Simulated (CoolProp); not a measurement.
A simple Rankine cycle with R1132(E): condensing at 288.15 K, boiler at 4.08 MPa, turbine inlet 399 K, turbine efficiency 0.7, pump efficiency 0.6, no recuperator. Each further row changes one setting.

The numbers come from the reference Helmholtz-energy equation of state, Akasaka 2024 in CoolProp.

| case | thermal efficiency (%) | net work (kJ/kg) | heat in (kJ/kg) | turbine exit temperature (K) | volume ratio over the turbine |
|---|---|---|---|---|---|
| as stated | 8.7 | 28.3 | 326 | 346.9 | 3.13 |
| condensing temperature 280.15 K | 10.0 | 34.1 | 341 | 338.4 | 3.89 |
| boiler pressure 2.86 MPa | 6.5 | 22.1 | 341 | 364.9 | 2.19 |
| turbine efficiency 0.6 | 7.2 | 23.5 | 326 | 351.1 | 3.18 |
